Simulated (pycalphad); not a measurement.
**Effect of Si content in Al-Si**

Source of the numbers: pycalphad with the COST 507 light-alloy database (1999); pressure 1 atm. The data set is of 1999 and partly superseded. Amounts are mole fractions of atoms.

```tsv
alloy	liquidus (°C)	first solid	solidus (°C)	phases at 477 °C
Al-0.06245Si (wt.%)	660	fcc	657	fcc 1.00
Al-0.1145Si (wt.%)	660	fcc	654	fcc 1.00
Al-0.1665Si (wt.%)	659	fcc	651	fcc 1.00
Al-0.229Si (wt.%)	659	fcc	647	fcc 1.00
Al-0.4579Si (wt.%)	[?]	fcc	[?]	fcc 1.00
```

Question: Complete the blanks.

Answer: 
- Al-0.4579Si (wt.%), liquidus (°C): 658
- Al-0.4579Si (wt.%), solidus (°C): 634
